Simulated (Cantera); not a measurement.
A perfectly stirred reactor is fed with CH4 : O2 : N2 = 1 : 2.27 : 8.55 (molar parts), equivalence ratio 0.88, at 5.23 atm; it is adiabatic with a 750 K inlet, and is followed from long to short residence time, starting on the burning branch (τ in s: 0.092, 0.047, 0.024, 0.012, 0.0063, 0.0033, 0.0017, 0.00085, 0.00044, 0.00022, 0.00011, 5.9e-05, 3e-05).

Detailed kinetics in Cantera: GRI-Mech 3.0 (53 species, 325 reactions).

One state of this run: T (K) = 2406; x CH4 = 3.34e-6; x O2 = 0.0234; x H2O = 0.164; x H2 = 0.00188; x CH3 = 1.81e-6; x C2H4 = 1.62e-10; x NO = 0.00290. x: mole fraction; the columns are a selection and need not sum to one.

Which value of τ (s) does it belong to?
(A) 0.00022
(B) 0.00011
(C) 0.012
(D) 5.9e-5

C, 0.012
